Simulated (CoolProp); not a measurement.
The fluid at 463.07 K and 1.93 MPa flows at 3.2 m/s in a round tube of 1 mm bore and 1.5 µm roughness, fully developed (64/Re and Nu = 3.66 if laminar; Colebrook and Gnielinski if turbulent). The same conditions are run with several fluids, on thermodynamics alone (safety and materials aside).

Computed with CoolProp (reference Helmholtz-energy equation of state of each fluid (dry air: Lemmon 2000; methane: Setzmann 1991; n-butane: Bücker 2006; R410A: Lemmon 2003; R507A: Lemmon 2003)). Blends and air are pseudo-pure fits.

| fluid | Reynolds number | Darcy friction factor | pressure drop (Pa/m) | heat-transfer coefficient (W/(m² K)) | mass flow (kg/h) |
|---|---|---|---|---|---|
| dry air | 1790 | 0.0358 | 2650 | 139 | 0.131 |
| methane | 1590 | 0.0402 | 1660 | 227 | 0.0729 |
| n-butane | 9040 | 0.0338 | 5880 | 1210 | 0.307 |
| R410A | 6040 | 0.0372 | 7290 | 581 | 0.346 |
| R507A | 8860 | 0.0340 | 9210 | 829 | 0.479 |

Transport values come from each fluid's own correlations.
